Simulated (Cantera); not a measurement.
A perfectly stirred reactor is fed with CH4 : CO2 = 1 : 1.3 (molar parts), at 13300 Pa; it is held at 1400 K, and followed from long to short residence time.

Detailed kinetics in Cantera: GRI-Mech 3.0 (53 species, 325 reactions).

| quantity | before | after |
|---|---|---|
| x(CH4) at τ = 3.60 s | 0.359 | 0.0644 |
| x(CO2) at τ = 3.60 s | 0.511 | 0.901 |
| x(OH) at τ = 3.60 s | 1.11e-8 | 2.13e-8 |
| x(C2H) at τ = 3.60 s | 3.81e-10 | 3.25e-10 |
| x(H2) at τ = 3.60 s | 0.0535 | 0.00506 |
| x(CH4) at τ = 16.0 ms | 0.435 | 0.0769 |
| x(CO2) at τ = 16.0 ms | 0.565 | 0.923 |
| x(OH) at τ = 16.0 ms | 4.73e-11 | 2.67e-10 |
| x(C2H) at τ = 16.0 ms | <1e-12 | <1e-12 |
| x(H2) at τ = 16.0 ms | 0.000108 | 1.24e-5 |

Q: Name the change that produced these shifts.
A. temperature 1400 to 1423 K
B. temperature 1400 to 1348 K
C. temperature 1400 to 1650 K
D. CO2 1.3 to 12 parts

A: D, CO2 1.3 to 12 parts
